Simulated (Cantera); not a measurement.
Charge: 1 mol V2O3, 2.4 mol H2, held at 1348.15 K and 0.00270 bar.

Cantera equilibrium calculation (NASA polynomials, part measured and part estimated; ideal gas, pure solids and liquids). Candidate condensed phases: H2O, V, VO, V2O3, V2O4, V2O5; 12 gas species. Mutual solubility and eutectic melting of coexisting phases are not modelled. VO: taken at fixed stoichiometry. Condensed phases not in the tables: the oxides between V2O3 and V2O5 other than VO2. Kinetics and transport are ignored.

Base state: H2 0.999, H2O 0.00142, H 4.46e-5 (mole fractions); condensed: VO(s) + V2O3(s).

Problem. What changes in the equilibrium state with this change: temperature from 1348.15 K to 1173 K?

Solution. 
```json
[
 {"species": "H2", "before": "0.999", "after": "1.000"},
 {"species": "H2O", "before": "0.00142", "after": "0.000354"},
 {"species": "H", "before": "4.46e-5", "after": "2.27e-6"},
 {"species": "VO(s), mol", "before": "0.00683", "after": "0.00170"},
 {"species": "V2O3(s), mol", "before": "0.997", "after": "0.999"}
]
```

Problem. What changes in the equilibrium state with this change: temperature from 1348.15 K to 1550 K?

Solution. 
```
species        before     after
------------  -------  --------
H2              0.999     0.995
H2O           0.00142   0.00475
H             4.46e-5  0.000604
VO(s), mol    0.00683    0.0228
V2O3(s), mol    0.997     0.989
```

Problem. What changes in the equilibrium state with this change: temperature from 1348.15 K to 1048.15 K?

Solution. 
```tsv
species	before	after
H2	0.999	1.000
H2O	0.00142	9.81e-5
H	4.46e-5	1.49e-7
VO(s), mol	0.00683	0.000471
V2O3(s), mol	0.997	1.000
```
